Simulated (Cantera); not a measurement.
Charge: 1 mol B2O3, 1.9 mol F2, 9.1 mol O2, at 1600 K and 0.000160 bar.

Equilibrium computed with Cantera from the NASA thermochemical tables; the gas is ideal and each condensed phase is pure. Candidate condensed phases: B, B2O3; 21 gas species. Rates play no part.

Base state: O2 0.833, BOF 0.0914, BF3 0.0744, O 0.00105, F 0.000412, BOF2 5.21e-5 (mole fractions); condensed: gas only.

Q: What changes in the equilibrium state with this change: temperature from 1600 K to 1448.15 K?

A: 
```tsv
species	before	after
O2	0.833	0.834
BOF	0.0914	0.0913
BF3	0.0744	0.0747
O	0.00105	0.000141
F	0.000412	2.59e-5
BOF2	5.21e-5	4.01e-5
```
